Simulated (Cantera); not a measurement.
Input: 1 mol Si, 6.4 mol Br₂, 1 mol N₂, equilibrated at 1298.15 K and 20.0 Pa.

Cantera equilibrium calculation (NASA polynomials, part measured and part estimated; ideal gas, pure solids and liquids). Candidate condensed phases: Br₂, Si, Si₃N₄; 13 gas species. The tables' values for SiBr₃ are old estimates; treat these amounts as uncertain. Rates play no part.

Base state: Br 0.796, N₂ 0.0937, SiBr₄ 0.0905, Br₂ 0.0168, SiBr₃ 0.00177, SiBr₂ 0.00146 (mole fractions); condensed: gas only.

Problem. What changes in the equilibrium state with this change: temperature from 1298.15 K to 1273 K?

Solution. 
| species | before | after |
|---|---|---|
| Br | 0.796 | 0.787 |
| N₂ | 0.0937 | 0.0946 |
| SiBr₄ | 0.0905 | 0.0930 |
| Br₂ | 0.0168 | 0.0236 |
| SiBr₂ | 0.00146 | 0.000529 |
| SiBr₃ | 0.00177 | 0.00102 |
